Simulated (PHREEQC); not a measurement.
## Alkaline etch or developer (model solution)

Solution (25 °C): 0.00071 mol/kgw NH3, 1.4e-06 mol/kgw K2SiO3 and 0.00021 mol/kgw K3PO4. Closed to the air; pH follows from the charge balance.

All values are PHREEQC results (ion-association model, phreeqc.dat), not measurements.

Precipitation was switched off in this run.

### Question
What pH, specific conductance does the model give?

### Answer
pH 10.39; specific conductance 119 µS/cm.

### Question
In which forms is N present?

### Answer
NH3 93 %, NH4+ 6.9 % of the N.
